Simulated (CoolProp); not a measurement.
A simple Rankine cycle with neopentane: condensing at 327.15 K, boiler at 1.44 MPa, turbine inlet 388.3 K, turbine efficiency 0.8, pump efficiency 0.6, no recuperator. Each further row changes one setting.

Model: reference Helmholtz-energy equation of state, Lemmon 2006, in CoolProp. It is a short technical equation, of lower accuracy than the large ones.

| case | thermal efficiency (%) | net work (kJ/kg) | heat in (kJ/kg) | turbine exit temperature (K) | volume ratio over the turbine |
|---|---|---|---|---|---|
| as stated | 9.1 | 33.3 | 366 | 355.0 | 4.26 |
| turbine inlet 408.3 K | 8.9 | 37.1 | 417 | 377.6 | 4.04 |
| condensing temperature 319.15 K | 10.2 | 39.5 | 386 | 350.7 | 5.30 |
| boiler pressure 1.01 MPa | 6.9 | 26.7 | 384 | 366.9 | 2.71 |
| turbine efficiency 0.7 | 7.9 | 28.8 | 366 | 357.2 | 4.30 |
